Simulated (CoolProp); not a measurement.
Vapour-liquid equilibrium of R114 (1) + benzene (2) at 3.66 bar; x and y are mole fractions of (1).

Model: multi-fluid Helmholtz-energy mixture model, Platzer 1990 and Thol 2012; pair parameters Bell 2016, in CoolProp. This equation is an older, rougher fit; its heat capacities, sound speeds and derivatives of the liquid may be far off and weren't checked against measurements.

Q: Give the bubble temperature and the first vapour's composition at x = 0.55, 0.65, 0.95. Is there an azeotrope?

A: x = 0.55: 328.8 K, y = 0.913; x = 0.65: 325.9 K, y = 0.930; x = 0.95: 317.4 K, y = 0.988. No azeotrope shows between x = 0.05 and 0.95.

Pair parameters are fitted to limited data, so mixtures are less certain than the pure fluids. With so large a gap from Raoult's law the liquid may split in two, which this calculation doesn't test in full.
